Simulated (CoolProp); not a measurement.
Saturation properties of nitrous oxide (Tc = 309.5 K, pc = 7.245 MPa, ω = 0.161).

The numbers come from the reference Helmholtz-energy equation of state, Lemmon 2006 in CoolProp. It is a short technical equation, of lower accuracy than the large ones.

| T (K) | p (MPa) | liquid density (kg/m³) | vapour density (kg/m³) | enthalpy of vaporisation (kJ/kg) | liquid cp (kJ/(kg K)) |
|---|---|---|---|---|---|
| 244.5 | 1.376 | 1033 | 35.58 | 292.3 | 1.913 |
| 248.5 | 1.560 | 1017 | 40.42 | 285.2 | 1.944 |
| 252.5 | 1.763 | 1001 | 45.80 | 277.8 | 1.979 |
| 256.4 | 1.977 | 984.5 | 51.63 | 270.2 | 2.017 |
| 260.4 | 2.217 | 967.2 | 58.28 | 262.0 | 2.063 |
| 264.3 | 2.470 | 949.7 | 65.50 | 253.6 | 2.116 |
| 268.3 | 2.751 | 931.0 | 73.77 | 244.5 | 2.179 |
| 272.3 | 3.055 | 911.4 | 83.05 | 234.8 | 2.255 |
| 276.2 | 3.373 | 891.2 | 93.24 | 224.8 | 2.345 |
| 280.2 | 3.725 | 869.3 | 105.1 | 213.7 | 2.461 |
| 284.2 | 4.103 | 845.8 | 118.7 | 201.6 | 2.612 |
| 288.1 | 4.498 | 821.0 | 134.0 | 188.8 | 2.809 |
| 292.1 | 4.933 | 793.0 | 152.5 | 174.1 | 3.100 |
| 296 | 5.388 | 762.1 | 174.4 | 157.8 | 3.543 |

It boils at 184.7 K under 1 atm.
